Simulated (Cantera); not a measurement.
A perfectly stirred reactor is fed with 1.55 % CH4, 0.559 % C2H6, 1.52 % C3H8, 10.6 % O2, 79.1 % N2, 6.67 % H2O, equivalence ratio 1.2, at 1000000 Pa; it is adiabatic with a 673 K inlet, and is followed from long to short residence time, starting on the burning branch (τ in s: 0.087, 0.038, 0.016, 0.0071, 0.0031, 0.0013, 0.00057, 0.00025, 0.00011, 4.7e-05, 2e-05).

Detailed kinetics in Cantera: GRI-Mech 3.0 (53 species, 325 reactions). GRI-Mech 3.0 was tuned for natural gas; its chemistry of propane as a main component is partial and can be far from experiment.

**Question.** Predict: blow-out, bracketed by the residence times tried; x(CH4) at τ = 87.0 ms; x(C2H6) at τ = 87.0 ms; x(C3H8) at τ = 87.0 ms; x(HCO) at τ = 87.0 ms; x(CH3) at τ = 87.0 ms; x(CH4) at τ = 1.30 ms; x(C2H6) at τ = 1.30 ms; x(C3H8) at τ = 1.30 ms; x(HCO) at τ = 1.30 ms; x(CH3) at τ = 1.30 ms.

**Answer.** 
```json
{
 "blow_out_bracketed_by_the_residence_times_tried": "burning at 1.30 ms, out at 0.570 ms",
 "x(CH4) at τ = 87.0 ms": "0.00120",
 "x(C2H6) at τ = 87.0 ms": "2.74e-6",
 "x(C3H8) at τ = 87.0 ms": "7.25e-7",
 "x(HCO) at τ = 87.0 ms": "5.97e-9",
 "x(CH3) at τ = 87.0 ms": "3.18e-5",
 "x(CH4) at τ = 1.30 ms": "0.00176",
 "x(C2H6) at τ = 1.30 ms": "5.50e-5",
 "x(C3H8) at τ = 1.30 ms": "3.88e-5",
 "x(HCO) at τ = 1.30 ms": "2.16e-7",
 "x(CH3) at τ = 1.30 ms": "0.000150"
}
```
